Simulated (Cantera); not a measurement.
What does this Cantera script print?

```python
import numpy as np
import cantera as ct

gas_names = """
    N NO NO2 NO3 N2 N2O O O2 O3 Pb PbO Pb2
""".split()
cond_names = """
    Pb(cr) Pb(L) PbO(rd) PbO(yw) PbO(L) PbO2(s) Pb3O4(s)
""".split()


# ... load() reads the species with a 1 bar reference pressure and builds the phases ...
atoms = {
    'Pb': {'Pb': 1},
    'O2': {'O': 2},
    'N2': {'N': 2},
}
top_T = {'Pb3O4(s)': 820}  # K; cautious upper limits of use, not melting points


# ... equilibrate(T, P, feed) seeds the gas with the atoms and calls Mixture.equilibrate('TP', solver="vcs", rtol=1e-11, max_steps=5000) ...
results = []
feed = {'Pb': 1, 'O2': 0.012, 'N2': 2.4}  # mol
P = 98000  # Pa
for T in [1073, 1123, 1173, 1223, 1273, 1323, 1373, 1423, 1473, 1523, 1573, 1623]:
    mix = equilibrate(T, P, feed)
    results.append((T, P, feed, dict(zip(mix.species_names, mix.species_moles))))
    x = sorted(zip(gas.X, gas.species_names), reverse=True)
    print(f"T = {T:g} K  P = {P:g} Pa  gas = {mix.phase_moles(0):.4g} mol")
    print("   x: " + "  ".join(f"{s} {v:.3e}" for v, s in x if v > 0.001))
    print("   condensed (mol): " + ("  ".join(f"{mix.phase(i).name} {mix.phase_moles(i):.4g}"
          for i in range(1, mix.n_phases) if mix.phase_moles(i) > 1e-12) or "none"))
```

Result:

```
T = 1073 K  P = 98000 Pa  gas = 2.4 mol
   x: N2 9.999e-01
   condensed (mol): Pb(L) 0.9758  PbO(yw) 0.02399
T = 1123 K  P = 98000 Pa  gas = 2.4 mol
   x: N2 9.998e-01
   condensed (mol): Pb(L) 0.9756  PbO(yw) 0.02397
T = 1173 K  P = 98000 Pa  gas = 2.401 mol
   x: N2 9.995e-01
   condensed (mol): Pb(L) 0.975  PbO(L) 0.02391
T = 1223 K  P = 98000 Pa  gas = 2.402 mol
   x: N2 9.990e-01
   condensed (mol): Pb(L) 0.9738  PbO(L) 0.02373
T = 1273 K  P = 98000 Pa  gas = 2.405 mol
   x: N2 9.978e-01  Pb 1.873e-03
   condensed (mol): Pb(L) 0.9715  PbO(L) 0.02331
T = 1323 K  P = 98000 Pa  gas = 2.41 mol
   x: N2 9.957e-01  Pb 3.588e-03
   condensed (mol): Pb(L) 0.9674  PbO(L) 0.02236
T = 1373 K  P = 98000 Pa  gas = 2.42 mol
   x: N2 9.919e-01  Pb 6.546e-03  PbO 1.519e-03
   condensed (mol): Pb(L) 0.9602  PbO(L) 0.02032
T = 1423 K  P = 98000 Pa  gas = 2.436 mol
   x: N2 9.854e-01  Pb 1.144e-02  PbO 3.189e-03
   condensed (mol): Pb(L) 0.9481  PbO(L) 0.01622
T = 1473 K  P = 98000 Pa  gas = 2.463 mol
   x: N2 9.744e-01  Pb 1.921e-02  PbO 6.342e-03
   condensed (mol): Pb(L) 0.9287  PbO(L) 0.008362
T = 1523 K  P = 98000 Pa  gas = 2.502 mol
   x: N2 9.592e-01  Pb 3.117e-02  PbO 9.580e-03
   condensed (mol): Pb(L) 0.898
T = 1573 K  P = 98000 Pa  gas = 2.549 mol
   x: N2 9.415e-01  Pb 4.901e-02  PbO 9.404e-03
   condensed (mol): Pb(L) 0.8509
T = 1623 K  P = 98000 Pa  gas = 2.62 mol
   x: N2 9.159e-01  Pb 7.486e-02  PbO 9.149e-03
   condensed (mol): Pb(L) 0.7795
```

Method: chemical equilibrium by Gibbs-energy minimisation in Cantera with the NASA 1993 tables (ideal gas, pure condensed phases). Each liquid is taken as pure. Mutual solubility and eutectic melting of coexisting phases are not modelled. Gases not in the tables: (PbO)n polymers.
